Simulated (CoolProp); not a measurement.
Values from CoolProp's reference Helmholtz-energy equation of state, Gao 2022.

Task: For n-perfluorobutane, give the phase and the cv (kJ/(kg K)), isothermal compressibility (1/MPa), fugacity coefficient at 430.9 K and 4.5 bar; 430.9 K and 8.52 bar; 430.9 K and 16.2 bar.

Result: 
- 430.9 K and 4.5 bar: gas; cv 0.939, isothermal compressibility 2.33, fugacity coefficient 0.958
- 430.9 K and 8.52 bar: gas; cv 0.942, isothermal compressibility 1.29, fugacity coefficient 0.921
- 430.9 K and 16.2 bar: gas; cv 0.949, isothermal compressibility 0.762, fugacity coefficient 0.852
